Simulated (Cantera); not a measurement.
What does this Cantera script print?

```python
import numpy as np
import cantera as ct

surf = ct.Interface("diamond.yaml", "diamond_100")
gas, bulk = surf.adjacent["gas"], surf.adjacent["diamond"]
k = surf.kinetics_species_index(bulk.species_names[0])
cover = ["c6HH", "c6H*", "c6*H", "c6**", "c6HM", "c6B"]

rows, drift = [], 0.0
print(f"{'xH':>10s}{'um/h':>11s}" + "".join(f"{s:>11s}" for s in cover))
for v in [0.0001, 0.0002, 0.00038, 0.00075, 0.0015, 0.0029, 0.0056, 0.011, 0.021]:
    T, P, xH, xCH3 = 1250, 24000, v, 4.6e-05
    gas.TPX = T, P, {"H": xH, "CH3": xCH3, "CH4": 0.0074, "H2": 1 - xH - xCH3 - 0.0074}
    surf.TP = bulk.TP = T, P
    surf.coverages = "c6H*:0.1, c6HH:0.9"
    surf.advance_coverages(100.0)
    before = surf.coverages
    surf.advance_coverages(100.0)
    drift = max(drift, np.max(np.abs(surf.coverages - before) / (surf.coverages + 1e-9)))
    rate = surf.net_production_rates[k] * bulk.mean_molecular_weight / bulk.density * 3.6e9
    rows.append([rate, *surf[cover].coverages])
    print(f"{v:10.4g}{rate:11.4e}" + "".join(f"{x:11.3e}" for x in rows[-1][1:]))
```

Output:

```
        xH       um/h       c6HH       c6H*       c6*H       c6**       c6HM        c6B
    0.0001 2.0189e-01  6.369e-01  2.819e-02  3.285e-01  4.597e-03  6.359e-04  5.479e-10
    0.0002 4.8257e-01  5.503e-01  3.462e-02  4.034e-01  9.535e-03  8.321e-04  1.309e-09
   0.00038 9.4202e-01  4.922e-01  3.870e-02  4.508e-01  1.584e-02  9.880e-04  2.556e-09
   0.00075 1.7229e+00  4.529e-01  4.126e-02  4.804e-01  2.302e-02  1.093e-03  4.675e-09
    0.0015 2.9511e+00  4.297e-01  4.265e-02  4.962e-01  2.926e-02  1.100e-03  8.008e-09
    0.0029 4.6201e+00  4.176e-01  4.338e-02  5.037e-01  3.343e-02  9.964e-04  1.254e-08
    0.0056 6.7030e+00  4.111e-01  4.385e-02  5.075e-01  3.605e-02  8.045e-04  1.819e-08
     0.011 8.9377e+00  4.077e-01  4.431e-02  5.093e-01  3.765e-02  5.701e-04  2.425e-08
     0.021 1.0781e+01  4.060e-01  4.492e-02  5.099e-01  3.859e-02  3.685e-04  2.926e-08
```

Detailed kinetics in Cantera: the Harris–Goodwin 1993 mechanism for the reconstructed diamond (100) surface.
